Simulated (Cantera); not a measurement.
Feed: 1 mol Ta2O5, 490 mol H2, 4.6 mol H2O, held at 1350 Torr.

These are equilibrium values from Cantera (NASA tables, ideal gas, pure condensed phases), not measurements of a reactor. Candidate condensed phases: H2O, Ta, Ta2O5; 12 gas species. Equilibrium is a limit: real reactors are often held back by kinetics, nucleation or transport. All values below are at 1152 °C.

Base state: H2 0.991, H2O 0.00930 (mole fractions); condensed: Ta2O5(s).

Question: What changes in the equilibrium state with this change: Ta2O5 replaced by SiO2?

Answer: 
```
species               before    after
-------------------  -------  -------
H2                     0.991    0.991
H2O                  0.00930  0.00930
Ta2O5(s), mol           1.00        0
SiO2(β-quartz), mol        0    1.000
```
The tables hold silica as quartz up to 1696 K and as liquid above; real silica turns to tridymite and cristobalite and melts near 1996 K. Gases not in the tables: Si(OH)4. Further candidate phases: Si, SiO2.
